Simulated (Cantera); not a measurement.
What does this Cantera script print?

```python
import numpy as np
import cantera as ct

gas_names = [...]  # 110 gases of nasa_gas.yaml made of C, H, O
cond_names = """
    C(gr) C6H6(L) C7H8(L) C8H18(L),n-octa H2O(s) H2O(L)
""".split()


# ... load() reads the species with a 1 bar reference pressure and builds the phases ...
atoms = {
    'C': {'C': 1},
    'H2O': {'H': 2, 'O': 1},
    'H2': {'H': 2},
}
top_T = {'C(gr)': 4500}  # K; cautious upper limits of use, not melting points


# ... equilibrate(T, P, feed) seeds the gas with the atoms and calls Mixture.equilibrate('TP', solver="vcs", rtol=1e-11, max_steps=5000) ...
results = []
feed = {'C': 1, 'H2O': 0.46, 'H2': 24}  # mol
P = 1600000  # Pa
for T in [948, 1048, 1148, 1248, 1348, 1448, 1548, 1648, 1748, 1848, 1948, 2048]:
    mix = equilibrate(T, P, feed)
    results.append((T, P, feed, dict(zip(mix.species_names, mix.species_moles))))

top = {s: max(r[3][s] / sum(r[3][g] for g in gas_names) for r in results) for s in gas_names}
cols = sorted((s for s in top if top[s] > 1e-06), key=lambda s: -top[s])[:5]
seen = [c for c in cond_names if any(r[3].get(c, 0) > 1e-12 for r in results)]
print("log10 of partial pressures in bar; condensed amounts in mol")
print(f"{'T/K':>10s}" + "".join(f"{s[:9]:>10s}" for s in cols + seen))
for T, P, feed, n in results:
    ng = sum(n[g] for g in gas_names)
    print(f"{T:10.4g}" + "".join(f"{np.log10(max(n[s] / ng * P / 1e5, 1e-99)):10.3f}" for s in cols)
          + "".join(f"{n.get(c, 0):10.4g}" for c in seen))
```

It prints:

```
log10 of partial pressures in bar; condensed amounts in mol
       T/K        H2       CH4       H2O        CO C2H2,acet     C(gr)
       948     1.176    -0.166    -0.504    -3.420   -11.918         0
      1048     1.176    -0.170    -0.512    -2.250    -9.807         0
      1148     1.178    -0.198    -0.573    -1.362    -8.112         0
      1248     1.181    -0.279    -0.788    -0.844    -6.810         0
      1348     1.184    -0.372    -1.172    -0.627    -5.746         0
      1448     1.185    -0.423    -1.647    -0.553    -4.771         0
      1548     1.186    -0.442    -2.130    -0.531    -3.871         0
      1648     1.187    -0.499    -2.525    -0.525    -3.162   0.05593
      1748     1.190    -0.657    -2.766    -0.526    -2.758    0.1956
      1848     1.191    -0.799    -2.981    -0.527    -2.398    0.2801
      1948     1.192    -0.926    -3.174    -0.527    -2.076    0.3269
      2048     1.193    -1.041    -3.347    -0.528    -1.787    0.3432
```

These are equilibrium values from Cantera (NASA tables, ideal gas, pure condensed phases), not measurements of a reactor.
